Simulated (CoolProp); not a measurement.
Vapour-liquid equilibrium of toluene (1) + m-xylene (2) at 470 K; x and y are mole fractions of (1).

Computed with CoolProp (multi-fluid Helmholtz-energy mixture model, Lemmon 2006 and Zhou 2012; pair parameters Bell 2016).

Q: Give the bubble pressure and the first vapour's composition at x = 0.425, 0.5, 0.65. Is there an azeotrope?

A: x = 0.425: 0.5304 MPa, y = 0.562; x = 0.5: 0.5556 MPa, y = 0.632; x = 0.65: 0.6044 MPa, y = 0.756. No azeotrope shows between x = 0.05 and 0.95.

Pair parameters are fitted to limited data, so mixtures are less certain than the pure fluids.
